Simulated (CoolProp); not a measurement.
Vapour-liquid equilibrium of isohexane (1) + n-heptane (2) at 3.23 bar; x and y are mole fractions of (1).

Values from CoolProp's multi-fluid Helmholtz-energy mixture model, Lemmon 2006 and Span 2003; pair parameters Bell 2016.

Problem. Give the bubble temperature and the first vapour's composition at x = 0.425, 0.5, 0.725. Is there an azeotrope?

Solution. x = 0.425: 395.2 K, y = 0.633; x = 0.5: 392.1 K, y = 0.703; x = 0.725: 383.7 K, y = 0.866. No azeotrope shows between x = 0.05 and 0.95.

The pair parameters rest on a limited set of measurements; away from them the model extrapolates.
